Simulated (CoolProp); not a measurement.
A simple Rankine cycle with R245ca: condensing at 324.15 K, boiler at 1.69 MPa, turbine inlet 449 K, turbine efficiency 0.8, pump efficiency 0.6, no recuperator. Each further row changes one setting.

Values from CoolProp's reference Helmholtz-energy equation of state, Zhou 2016.

```
case                             thermal efficiency (%)  net work (kJ/kg)  heat in (kJ/kg)  turbine exit temperature (K)  volume ratio over the turbine
-------------------------------  ----------------------  ----------------  ---------------  ----------------------------  -----------------------------
as stated                                          11.3                 ?              308                             ?                           7.08
condensing temperature 316.15 K                    12.4              39.6              319                             ?                           9.13
boiler pressure 1.18 MPa                            9.5                 ?                ?                             ?                           4.77
turbine efficiency 0.7                              9.8              30.2              308                             ?                           7.16
```

Task: What belongs in the gaps?

Result: 
- as stated, net work (kJ/kg): 34.8
- as stated, turbine exit temperature (K): 404.1
- condensing temperature 316.15 K, turbine exit temperature (K): 399.0
- boiler pressure 1.18 MPa, net work (kJ/kg): 29.7
- boiler pressure 1.18 MPa, heat in (kJ/kg): 314
- boiler pressure 1.18 MPa, turbine exit temperature (K): 414.3
- turbine efficiency 0.7, turbine exit temperature (K): 408.2
